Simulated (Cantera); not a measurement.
Feed: 1 mol TEOS, 0.16 mol CO2, 20 mol N2, at 2.33 Torr.

Method: chemical equilibrium by Gibbs-energy minimisation in Cantera with the NASA 1993 tables (ideal gas, pure condensed phases). Candidate condensed phases: C, C6H6, C7H8, C8H18, H2O, Si, SiC, SiO2, Si2N2O, Si3N4; 151 gas species. The feed counts by its element totals alone. N2 is the only nitrogen source here; it is nearly inert below about 1500 K, so the nitride shown seldom forms there in practice. Kinetics and transport are ignored.

### Question
What share of the Si ends up in condensed phases as a function of T (K), at 698, 848, 998, 1148, 1298, 1448, 1598, 1748, 1898?

### Answer
| T (K) | Si condensed (%) | as |
|---|---|---|
| 698 | 100.0 | SiO2(α-quartz) |
| 848 | 100.0 | SiO2(β-quartz) |
| 998 | 100.0 | SiO2(β-quartz) |
| 1148 | 100.0 | Si2N2O(s) |
| 1298 | 100.0 | Si2N2O(s) |
| 1448 | 99.5 | Si2N2O(s) |
| 1598 | 98.8 | SiC(s) |
| 1748 | 97.9 | SiC(s) |
| 1898 | 96.3 | SiC(s) |
